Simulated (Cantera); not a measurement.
Standard-state values (1 bar) from the NASA 1993 polynomials, evaluated with Cantera. Values are per mole of reaction as written; species without (g) are pure solids or liquids, kept so even where they would boil at 1 bar.

a) 1.333 B + O2(g) = 0.6667 B2O3(g)
b) 2 Pb + O2(g) = 2 PbO(g)
c) 2 Si + O2(g) = 2 SiO(g)
d) 0.8 Ta + O2(g) = 0.4 Ta2O5
e) C + O2(g) = CO2(g)
f) 2 H2(g) + O2(g) = 2 H2O(g)
g) 2 Ti + O2(g) = 2 TiO(g)

Order these by ΔG° at 1575 K, most negative first.

d (-548 kJ), a (-517 kJ), c (-466 kJ), e (-396 kJ), f (-320 kJ), g (-180 kJ), b (-47 kJ)
